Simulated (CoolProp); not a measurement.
The fluid at 279.08 K and 6.89 MPa flows at 1.9 m/s in a round tube of 50 mm bore and 0.25 µm roughness, fully developed (64/Re and Nu = 3.66 if laminar; Colebrook and Gnielinski if turbulent). The same conditions are run with several fluids, on thermodynamics alone (safety and materials aside).

Values from CoolProp's reference Helmholtz-energy equation of state of each fluid (R410A: Lemmon 2003; propane: Lemmon 2009; m-xylene: Zhou 2012; C3F8 (R218): Lemmon 2006; CH2F2 (R32): Tillner-Roth 1997). Blends and air are pseudo-pure fits.

| fluid | Reynolds number | Darcy friction factor | pressure drop (Pa/m) | heat-transfer coefficient (W/(m² K)) | mass flow (kg/h) |
|---|---|---|---|---|---|
| R410A | 662000 | 0.0126 | 535 | 3730 | 15800 |
| propane | 391000 | 0.0138 | 266 | ___ | 7160 |
| m-xylene | 107000 | ___ | ___ | 1970 | 11800 |
| C3F8 (R218) | ___ | 0.0131 | 702 | 2390 | ___ |
| CH2F2 (R32) | 653000 | 0.0126 | ___ | ___ | 14200 |

Fill in the missing entries.


- propane, heat-transfer coefficient (W/(m² K)): 2760
- m-xylene, Darcy friction factor: 0.0178
- m-xylene, pressure drop (Pa/m): 565
- C3F8 (R218), Reynolds number: 522000
- C3F8 (R218), mass flow (kg/h): 19900
- CH2F2 (R32), pressure drop (Pa/m): 482
- CH2F2 (R32), heat-transfer coefficient (W/(m² K)): 4450

Transport values come from each fluid's own correlations; those of C3F8 (R218), CH2F2 (R32) are estimates that may be off by 10 % or more.
